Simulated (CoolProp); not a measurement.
R365MFC at 425.08 K and 2.63 MPa is throttled through a valve to 0.46 MPa with no heat exchange. Each further row changes one setting.

The numbers come from the reference Helmholtz-energy equation of state, Lemmon 2016 in CoolProp.

```tsv
case	temperature change (K)	final phase	final density (kg/m³)
as stated	-61.8	two-phase, vapour fraction 0.632	40.6
outlet pressure 0.138 MPa	-102.9	two-phase, vapour fraction 0.883	9.16
outlet pressure 0.598 MPa	-51.2	two-phase, vapour fraction 0.553	59.6
```
